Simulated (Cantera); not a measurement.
Input: 1 mol TEOS, 1.4 mol NO, 3 mol N2, 0.48 mol N2O, at 902 °C.

Cantera equilibrium calculation (NASA polynomials, part measured and part estimated; ideal gas, pure solids and liquids). Candidate condensed phases: C, C6H6, C7H8, C8H18, H2O, Si, SiC, SiO2, Si2N2O, Si3N4; 151 gas species. The feed counts by its element totals alone. Mutual solubility and eutectic melting of coexisting phases are not modelled. The tables hold silica as quartz up to 1696 K and as liquid above; real silica turns to tridymite and cristobalite and melts near 1996 K. Kinetics and transport are ignored.

Q: Which condensed phases are stable at each of these points (P (Pa)): 5, 15, 45, 140, 410, 1200, 3700, 11000, 33000, 100000?

A: 
| P (Pa) | condensed phases | Si condensed (%) |
|---|---|---|
| 5 | C(graphite) + Si2N2O(s) | 100.0 |
| 15 | C(graphite) + Si2N2O(s) | 100.0 |
| 45 | C(graphite) + Si2N2O(s) | 100.0 |
| 140 | C(graphite) + Si2N2O(s) | 100.0 |
| 410 | C(graphite) + SiO2(β-quartz) + Si2N2O(s) | 100.0 |
| 1200 | C(graphite) + SiO2(β-quartz) | 100.0 |
| 3700 | C(graphite) + SiO2(β-quartz) | 100.0 |
| 11000 | C(graphite) + SiO2(β-quartz) | 100.0 |
| 33000 | C(graphite) + SiO2(β-quartz) | 100.0 |
| 100000 | C(graphite) + SiO2(β-quartz) | 100.0 |

From 5.00 Pa to 1.40 mbar the condensed part is C(graphite) + Si2N2O(s). At 4.10 mbar the condensed part is C(graphite) + SiO2(β-quartz) + Si2N2O(s). From 12.0 mbar to 1.00 bar the condensed part is C(graphite) + SiO2(β-quartz).
